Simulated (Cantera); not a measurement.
What does this Cantera script print?

```python
import numpy as np
import cantera as ct

gas = ct.Solution("gri30.yaml")
gas.TPX = 1550, 58000, {'CH3OH': 0.014, 'O2': 0.0073, 'N2': 1}
reactor = ct.IdealGasConstPressureReactor(gas, energy="off", clone=False)
net = ct.ReactorNet([reactor])
net.rtol, net.atol = 1e-08, 1e-18
show = ['CH3OH', 'O2', 'NO', 'CO2', 'C2H4', 'HCN', 'HO2']
times = np.geomspace(5e-06, 7, 11)

steps = ct.SolutionArray(gas, extra=["t"])
rows = []
print(f"{'t/s':>10s}{'T/K':>9s}{'P/Pa':>11s}" + "".join(f"{s:>11s}" for s in show))
for t in times:
    while net.time < t:
        t_next = net.step()
        steps.append(gas.state, t=t_next)
    rows.append([np.interp(t, steps.t, y) for y in (steps.T, steps.P, *steps(*show).X.T)])
    print(f"{t:10.3e}{rows[-1][0]:9.1f}{rows[-1][1]:11.4g}" + "".join(f"{x:11.3e}" for x in rows[-1][2:]))
rate = np.gradient(steps.T, steps.t)
print("integrator steps:", len(steps.t))
if steps.T.max() > steps.T[0] + 200:
    print(f"time of steepest temperature rise: {steps.t[rate.argmax()]:.4e} s")
gas.TPX = 1550, 58000, {'CH3OH': 0.014, 'O2': 0.0073, 'N2': 1}
gas.equilibrate("TP")
print(f"equilibrium (TP): T = {gas.T:.1f} K  " + "  ".join(f"{s} {gas[s].X[0]:.3e}" for s in show))
```

Output:

```
       t/s      T/K       P/Pa      CH3OH         O2         NO        CO2       C2H4        HCN        HO2
 5.000e-06   1550.0    5.8e+04  1.370e-02  7.147e-03  1.640e-13  1.972e-07  2.805e-10  2.717e-12  5.679e-07
 2.059e-05   1550.0    5.8e+04  1.365e-02  7.133e-03  2.276e-11  1.440e-06  7.535e-09  7.856e-11  9.973e-06
 8.476e-05   1550.0    5.8e+04  1.333e-02  7.048e-03  4.427e-10  6.699e-06  1.134e-07  6.836e-10  6.362e-05
 3.490e-04   1550.0    5.8e+04  7.974e-03  5.978e-03  5.880e-09  3.420e-05  4.317e-07  7.971e-09  2.269e-04
 1.437e-03   1550.0    5.8e+04  5.570e-15  3.514e-05  3.694e-07  2.042e-03  1.779e-13  7.402e-08  5.652e-09
 5.916e-03   1550.0    5.8e+04  3.269e-16  4.509e-06  7.823e-07  2.905e-03  1.986e-20  2.499e-08  7.750e-10
 2.436e-02   1550.0    5.8e+04  3.653e-16  3.747e-07  8.728e-07  2.804e-03  1.383e-20  1.360e-08  6.967e-11
 1.003e-01   1550.0    5.8e+04  3.605e-16  2.345e-08  8.685e-07  2.767e-03  4.148e-20  1.033e-08  4.418e-12
 4.129e-01   1550.0    5.8e+04  3.195e-16  1.378e-09  7.962e-07  2.758e-03  6.133e-20  8.852e-09  2.339e-13
 1.700e+00   1550.0    5.8e+04  2.864e-16  8.803e-11  5.639e-07  2.755e-03  5.826e-20  8.479e-09  1.196e-14
 7.000e+00   1550.0    5.8e+04  2.688e-16  1.445e-11  2.522e-07  2.755e-03  4.336e-20  1.002e-08  1.969e-15
integrator steps: 2675
equilibrium (TP): T = 1550.0 K  CH3OH 2.792e-16  O2 1.186e-11  NO 1.292e-08  CO2 2.755e-03  C2H4 4.163e-20  HCN 2.600e-09  HO2 1.654e-15
```

Computed with Cantera and GRI-Mech 3.0 (53 species, 325 reactions). GRI-Mech 3.0 was tuned for natural gas; its chemistry of methanol as a main component is partial and can be far from experiment.
